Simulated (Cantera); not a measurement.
Charge: 1 mol N₂O, 2.2 mol O₂, 0.19 mol N₂, held at 10000 Pa.

Method: chemical equilibrium by Gibbs-energy minimisation in Cantera with the NASA 1993 tables (ideal gas, pure condensed phases). Ions and electrons are included (thermal ionisation). Equilibrium is a limit: real reactors are often held back by kinetics, nucleation or transport.

x: gas mole fraction; nothing condenses.

| T (K) | x O | x O₂ | x N₂ | x N | x NO | x e- | x NO+ |
|---|---|---|---|---|---|---|---|
| 2000 | 0.00176 | 0.688 | 0.301 | 1.57e-9 | 0.00858 | 3.01e-12 | 3.08e-12 |
| 2500 | 0.0370 | 0.651 | 0.288 | 4.96e-7 | 0.0245 | 1.44e-9 | 1.46e-9 |
| 3000 | ___ | ___ | ___ | ___ | ___ | ___ | ___ |
| 3500 | 0.615 | 0.156 | 0.194 | 0.000309 | 0.0343 | 1.19e-6 | 1.20e-6 |
| 4000 | 0.775 | 0.0271 | 0.176 | 0.00235 | 0.0200 | 7.28e-6 | 7.30e-6 |
| 4500 | 0.802 | ___ | 0.170 | ___ | ___ | ___ | ___ |
| 5000 | 0.797 | 0.00129 | 0.154 | 0.0411 | 0.00698 | 8.32e-5 | 8.22e-5 |

Task: Fill in the missing entries.

Result: 
- 4500, x O₂: 0.00519
- 4500, x N: 0.0117
- 4500, x NO: 0.0116
- 4500, x e-: 2.85e-5
- 4500, x NO+: 2.84e-5
- 3000, x O: 0.245
- 3000, x O₂: 0.467
- 3000, x N₂: 0.248
- 3000, x N: 2.20e-5
- 3000, x NO: 0.0400
- 3000, x e-: 8.21e-8
- 3000, x NO+: 8.34e-8
